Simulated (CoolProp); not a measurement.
A single-stage vapour-compression cycle with hydrogen sulfide: evaporating at 319.15 K (dew point), condensing at 350.15 K (bubble point), superheat 0 K, subcooling 2 K, compressor efficiency 0.85, no pressure losses. Each further row changes one setting.

Computed with CoolProp (reference Helmholtz-energy equation of state, Lemmon 2006). It is a short technical equation, of lower accuracy than the large ones.

```tsv
case	cooling COP	pressure ratio	discharge temperature (K)	refrigerating effect (kJ/kg)	volumetric capacity (kJ/m³)
as stated	6.45	1.84	379.4	288	16200
evaporating temperature 324.15 K	7.94	1.66	374.0	286	18100
condensing temperature 345.15 K	8.07	1.68	369.7	303	17000
subcooling 7 K	6.81	1.84	379.4	304	17100
superheat 10 K	6.33	1.84	391.4	305	15900
compressor efficiency 0.75	5.69	1.84	382.8	288	16200
```
